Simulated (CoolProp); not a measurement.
The numbers come from the reference Helmholtz-energy equation of state, Lemmon 2006 in CoolProp. It is a short technical equation, of lower accuracy than the large ones.

Question: For C2F6 (R116), give the phase and the cp (kJ/(kg K)), Joule-Thomson coefficient (K/MPa), isothermal compressibility (1/MPa), conductivity (mW/(m K)) at 294.2 K and 16 MPa; 392.3 K and 16 MPa; 425 K and 16 MPa.

Answer: 
- 294.2 K and 16 MPa: supercritical; cp 1.09, Joule-Thomson coefficient 0.0338, isothermal compressibility 0.00897, conductivity 55.3
- 392.3 K and 16 MPa: supercritical; cp 1.18, Joule-Thomson coefficient 0.891, isothermal compressibility 0.0358, conductivity 40.3
- 425 K and 16 MPa: supercritical; cp 1.17, Joule-Thomson coefficient 1.03, isothermal compressibility 0.0440, conductivity 38.4

Thermal conductivity comes from a separate model (Huber 2003), an estimate that may be off by 10 % or more.
